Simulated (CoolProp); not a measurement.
A single-stage vapour-compression cycle with the fluid: evaporating at 225.15 K (dew point), condensing at 257.15 K (bubble point), superheat 0 K, subcooling 5 K, compressor efficiency 0.6, no pressure losses. The same conditions are run with several fluids, on thermodynamics alone (safety and materials aside).

Values from CoolProp's reference Helmholtz-energy equation of state of each fluid (chlorine: Thol 2021; R22: Kamei 1995; propylene: Lemmon 2013; R134a: Tillner-Roth 1994; R13: Platzer 1990; R404A: Lemmon 2003). The equations of Platzer and Polt are older, rougher fits. Blends and air are pseudo-pure fits.

```json
[
 {"fluid": "chlorine", "cooling COP": "3.74", "pressure ratio": "4.02", "discharge temperature (K)": "376.6", "refrigerating effect (kJ/kg)": "269", "volumetric capacity (kJ/m³)": "542"},
 {"fluid": "R22", "cooling COP": "3.85", "pressure ratio": "3.99", "discharge temperature (K)": "315.4", "refrigerating effect (kJ/kg)": "208", "volumetric capacity (kJ/m³)": "708"},
 {"fluid": "propylene", "cooling COP": "3.86", "pressure ratio": "3.52", "discharge temperature (K)": "298.3", "refrigerating effect (kJ/kg)": "379", "volumetric capacity (kJ/m³)": "879"},
 {"fluid": "R134a", "cooling COP": "3.88", "pressure ratio": "4.76", "discharge temperature (K)": "293.6", "refrigerating effect (kJ/kg)": "197", "volumetric capacity (kJ/m³)": "361"},
 {"fluid": "R13", "cooling COP": "3.59", "pressure ratio": "2.84", "discharge temperature (K)": "283.0", "refrigerating effect (kJ/kg)": "104", "volumetric capacity (kJ/m³)": "2950"},
 {"fluid": "R404A", "cooling COP": "3.72", "pressure ratio": "3.97", "discharge temperature (K)": "286.2", "refrigerating effect (kJ/kg)": "167", "volumetric capacity (kJ/m³)": "815"}
]
```
